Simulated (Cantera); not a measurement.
A Cantera script and its output.

```python
import numpy as np
import cantera as ct

gas = ct.Solution("gri30.yaml")
gas.TPX = 1123, 1200000, {'CH4': 1, 'O2': 3.39, 'N2': 12.7, 'H2O': 1.8, 'H2': 0.67}
reactor = ct.IdealGasReactor(gas, energy="on", clone=False)
net = ct.ReactorNet([reactor])
net.rtol, net.atol = 1e-08, 1e-16
show = ['CH4', 'O2', 'H2O', 'CO2', 'C2H2']
times = np.geomspace(5e-06, 0.5, 14)

steps = ct.SolutionArray(gas, extra=["t"])
rows = []
print(f"{'t/s':>10s}{'T/K':>9s}{'P/Pa':>11s}" + "".join(f"{s:>11s}" for s in show))
for t in times:
    while net.time < t:
        t_next = net.step()
        steps.append(gas.state, t=t_next)
    rows.append([np.interp(t, steps.t, y) for y in (steps.T, steps.P, *steps(*show).X.T)])
    print(f"{t:10.3e}{rows[-1][0]:9.1f}{rows[-1][1]:11.4g}" + "".join(f"{x:11.3e}" for x in rows[-1][2:]))
rate = np.gradient(steps.T, steps.t)
print("integrator steps:", len(steps.t))
if steps.T.max() > steps.T[0] + 200:
    print(f"time of steepest temperature rise: {steps.t[rate.argmax()]:.4e} s")
gas.TPX = 1123, 1200000, {'CH4': 1, 'O2': 3.39, 'N2': 12.7, 'H2O': 1.8, 'H2': 0.67}
gas.equilibrate("UV")
print(f"equilibrium (UV): T = {gas.T:.1f} K  " + "  ".join(f"{s} {gas[s].X[0]:.3e}" for s in show))
```

Result:

```
       t/s      T/K       P/Pa        CH4         O2        H2O        CO2       C2H2
 5.000e-06   1123.0    1.2e+06  5.112e-02  1.733e-01  9.202e-02  1.541e-16  1.946e-24
 1.212e-05   1123.0    1.2e+06  5.112e-02  1.733e-01  9.202e-02  1.156e-15  6.209e-23
 2.939e-05   1123.0    1.2e+06  5.112e-02  1.733e-01  9.202e-02  7.872e-15  1.474e-21
 7.126e-05   1123.0    1.2e+06  5.112e-02  1.733e-01  9.202e-02  5.498e-14  2.788e-20
 1.728e-04   1123.0    1.2e+06  5.112e-02  1.733e-01  9.203e-02  7.850e-13  9.095e-19
 4.188e-04   1123.1    1.2e+06  5.112e-02  1.733e-01  9.203e-02  5.424e-11  2.969e-16
 1.015e-03   1130.6  1.208e+06  5.074e-02  1.727e-01  9.286e-02  2.118e-07  4.912e-11
 2.462e-03   2587.7  2.731e+06  8.000e-17  5.034e-02  2.251e-01  4.932e-02  2.416e-21
 5.969e-03   2579.4  2.722e+06  7.619e-17  4.843e-02  2.253e-01  4.937e-02  2.149e-21
 1.447e-02   2579.2  2.722e+06  7.611e-17  4.838e-02  2.253e-01  4.937e-02  2.143e-21
 3.509e-02   2579.2  2.722e+06  7.611e-17  4.838e-02  2.253e-01  4.937e-02  2.143e-21
 8.506e-02   2579.2  2.722e+06  7.611e-17  4.838e-02  2.253e-01  4.937e-02  2.143e-21
 2.062e-01   2579.2  2.722e+06  7.611e-17  4.838e-02  2.253e-01  4.937e-02  2.143e-21
 5.000e-01   2579.2  2.722e+06  7.611e-17  4.838e-02  2.253e-01  4.937e-02  2.143e-21
integrator steps: 2319
time of steepest temperature rise: 1.4411e-03 s
equilibrium (UV): T = 2579.2 K  CH4 1.025e-16  O2 4.838e-02  H2O 2.253e-01  CO2 4.937e-02  C2H2 2.447e-21
```

Model: GRI-Mech 3.0 (53 species, 325 reactions), integrated in Cantera. The pressure lies above the range GRI-Mech 3.0 was tuned for (to about 10 atm).
